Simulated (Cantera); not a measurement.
Charge: 1 mol Cr2O3, 8.7 mol H2, 1.1 mol N2, equilibrated at 13300 Pa.

These are equilibrium values from Cantera (NASA tables, ideal gas, pure condensed phases), not measurements of a reactor. Candidate condensed phases: Cr, CrN, Cr2N, Cr2O3, H2O; 29 gas species. Mutual solubility and eutectic melting of coexisting phases are not modelled. The numbers say what is thermodynamically allowed, not how fast it happens.

x: gas mole fraction; n: condensed amount in mol.

| T (°C) | x H2 | x N2 | x H2O | x Cr | x H | n Cr(s) | n Cr2O3(s) |
|---|---|---|---|---|---|---|---|
| 1325 | 0.886 | 0.112 | 0.00202 | 2.79e-5 | 0.000137 | 0.0129 | 0.993 |
| 1425 | 0.884 | 0.112 | (withheld) | (withheld) | (withheld) | (withheld) | 0.989 |
| 1525 | 0.881 | 0.112 | 0.00565 | 0.000676 | 0.000905 | 0.0303 | 0.982 |
| 1625 | 0.875 | 0.112 | 0.00870 | 0.00256 | 0.00200 | 0.0318 | 0.971 |
| 1725 | 0.864 | 0.111 | (withheld) | (withheld) | (withheld) | (withheld) | 0.958 |
| 1825 | 0.842 | 0.110 | 0.0238 | 0.0158 | 0.00773 | 0 | 0.919 |
| 1925 | 0.808 | 0.108 | 0.0416 | 0.0274 | 0.0137 | 0 | 0.854 |

### Question
Fill in the missing entries.

### Answer

- 1725, x H2O: 0.0127
- 1725, x Cr: 0.00839
- 1725, x H: 0.00408
- 1725, n Cr(s): 0.000831
- 1425, x H2O: 0.00348
- 1425, x Cr: 0.000152
- 1425, x H: 0.000372
- 1425, n Cr(s): 0.0213
